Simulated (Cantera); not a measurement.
Feed: 1 mol Si, 1 mol HF, 6.8 mol N₂, 3.5 mol NF₃, held at 1673 K and 750 Torr.

Equilibrium computed with Cantera from the NASA thermochemical tables; the gas is ideal and each condensed phase is pure. Candidate condensed phases: Si, Si₃N₄; 37 gas species. Equilibrium is a limit: real reactors are often held back by kinetics, nucleation or transport.

Base state: N₂ 0.504, F 0.374, HF 0.0589, SiF₄ 0.0589, F₂ 0.00469 (mole fractions); condensed: gas only.

Problem. What changes in the equilibrium state with this change: temperature from 1673 K to 1348.15 K?

Solution. 
```json
[
 {"species": "N₂", "before": "0.504", "after": "0.528"},
 {"species": "F", "before": "0.374", "after": "0.295"},
 {"species": "SiF₄", "before": "0.0589", "after": "0.0618"},
 {"species": "F₂", "before": "0.00469", "after": "0.0529"},
 {"species": "HF", "before": "0.0589", "after": "0.0618"},
 {"species": "NF₃", "before": "2.03e-7", "after": "6.83e-5"}
]
```
